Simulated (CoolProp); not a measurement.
A Linde-Hampson liquefier for CF4 (R14): isothermal reversible compression at 320 K from 1 atm to 15 MPa, throttling to 1 atm, return gas leaving the recuperator 10 K below the feed. Each further row changes one setting.

The numbers come from the reference Helmholtz-energy equation of state, Platzer 1990 in CoolProp. This equation is an older, rougher fit; its heat capacities, sound speeds and derivatives of the liquid may be far off and weren't checked against measurements.

| case | liquid yield per pass | compression work (kJ/kg of gas) |
|---|---|---|
| as stated | ___ | 141 |
| high pressure 30 MPa | ___ | 159 |
| warm-end temperature 350 K | ___ | ___ |
| warm-end gap 15 K | ___ | 141 |

Some entries are withheld; supply them.


- as stated, liquid yield per pass: 0.172
- high pressure 30 MPa, liquid yield per pass: 0.226
- warm-end temperature 350 K, liquid yield per pass: 0.120
- warm-end temperature 350 K, compression work (kJ/kg of gas): 158
- warm-end gap 15 K, liquid yield per pass: 0.159
